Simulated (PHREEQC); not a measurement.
A PHREEQC speciation (ion-association model, wateq4f.dat) at 25 °C gives pH 0.76 and these molalities:

```tsv
species	mol/kgw
Cl-	0.730
H+	0.238
Cu+2	0.183
HSO4-	0.0846
CuCl+	0.0715
FeCl+2	0.0406
FeSO4+	0.0265
SO4-2	0.0209
FeHSO4+2	0.0179
CuSO4	0.0174
FeCl2+	0.0155
Fe+3	0.00760
CuCl2	0.00757
Fe(SO4)2-	0.00137
FeCl3	0.000422
FeOH+2	0.000111
CuCl3-	2.55e-5
```

Question: What are the element totals, and what could have been dissolved in 1 kg of water to give them?

Answer: This is not unique; one that fits is totals Cl 0.890, Cu(2) 0.280, Fe(3) 0.110, S(6) 0.170 mol/kgw, from 0.28 mol/kgw CuCl2, 0.17 mol/kgw H2SO4 and 0.11 mol/kgw FeCl3.

No solid was allowed to form. Examples of supersaturated solids here: Hematite (slow to form). Others may be too. The ionic strength is past about 0.7 mol/kgw, beyond the range of this activity model, so the values are rough. Complexes and solids missing from the database can't appear.
